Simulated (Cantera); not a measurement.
## Transport properties of process gases

Gas mixture: CO = 0.24 (molar parts), at 5.00 bar, frozen composition.

Cantera's kinetic-theory transport with the Lennard-Jones parameters of GRI-Mech 3.0, ideal gas; thermal conductivity in the multicomponent form.

| T (K) | ρ (kg/m³) | cp (J/kg/K) | μ (µPa s) | λ (mW/m/K) | Pr | D (cm²/s) NO | D (cm²/s) H | D (cm²/s) H₂ |
|---|---|---|---|---|---|---|---|---|
| 400 | 4.21 | 1049 | 22.0 | 31.9 | 0.722 | 0.0681 | 0.408 | 0.255 |
| 650 | 2.59 | 1098 | 30.7 | 47.0 | 0.718 | 0.156 | 0.941 | 0.574 |
| 900 | 1.87 | 1164 | 38.1 | 61.9 | 0.716 | 0.269 | 1.63 | 0.986 |
| 1150 | 1.46 | 1211 | 44.7 | 75.7 | 0.715 | 0.404 | 2.46 | 1.48 |
| 1400 | 1.20 | 1246 | 50.8 | 88.6 | 0.714 | 0.560 | 3.41 | 2.05 |
| 1650 | 1.02 | 1271 | 56.5 | 101 | 0.714 | 0.736 | 4.48 | 2.69 |
| 1900 | 0.887 | 1289 | 61.9 | 112 | 0.713 | 0.930 | 5.66 | 3.40 |
D: mixture-averaged diffusion coefficient of that species in the mixture.
